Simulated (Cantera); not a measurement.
Mixture: CH₄ : O₂ : N₂ = 1 : 1.05 : 3.96 (molar parts), at 2630 Torr, adiabatic and at constant pressure. Ignition delay is the time to a rise of 400 K.

Detailed kinetics in Cantera: GRI-Mech 3.0 (53 species, 325 reactions).

Problem. Predict: delay at 1100 K; delay at 1250 K; delay at 1400 K; delay at 1550 K; delay at 1700 K; apparent activation energy between 1550 and 1700 K.

Solution. 
```json
{
 "delay at 1100 K": "83.3 ms",
 "delay at 1250 K": "10.7 ms",
 "delay at 1400 K": "1.79 ms",
 "delay at 1550 K": "0.364 ms",
 "delay at 1700 K": "92.5 µs",
 "apparent activation energy between 1550 and 1700 K": "200 kJ/mol"
}
```
